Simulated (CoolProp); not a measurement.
The fluid at 298.15 K and 3.89 MPa (liquid) is heated at constant pressure to 464 K. The same conditions are run with several fluids, on thermodynamics alone (safety and materials aside).

Computed with CoolProp (reference Helmholtz-energy equation of state of each fluid (sulfur hexafluoride: Guder 2009; o-xylene: Zhou 2012; p-xylene: Zhou 2012; cyclopentane: Gedanitz 2015)).

```json
[
 {"fluid": "sulfur hexafluoride", "heat (kJ/kg)": "?", "final phase": "?", "final density (kg/m³)": "161"},
 {"fluid": "o-xylene", "heat (kJ/kg)": "?", "final phase": "liquid", "final density (kg/m³)": "730"},
 {"fluid": "p-xylene", "heat (kJ/kg)": "331", "final phase": "liquid", "final density (kg/m³)": "?"},
 {"fluid": "cyclopentane", "heat (kJ/kg)": "?", "final phase": "liquid", "final density (kg/m³)": "537"}
]
```

### Question
Complete the blanks.

### Answer

- sulfur hexafluoride, heat (kJ/kg): 204
- sulfur hexafluoride, final phase: supercritical
- o-xylene, heat (kJ/kg): 338
- p-xylene, final density (kg/m³): 706
- cyclopentane, heat (kJ/kg): 376
